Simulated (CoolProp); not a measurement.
Model: reference Helmholtz-energy equation of state, Lemmon 2006, in CoolProp. It is a short technical equation, of lower accuracy than the large ones.

Problem. For C2F6 (R116), give the phase and the density (kg/m³), cp (kJ/(kg K)), isothermal compressibility (1/MPa), expansivity (1/kK) at 211.7 K and 13700 kPa.

Solution. 
- 211.7 K and 13700 kPa: liquid; density 1600, cp 0.940, isothermal compressibility 0.00267, expansivity 2.40
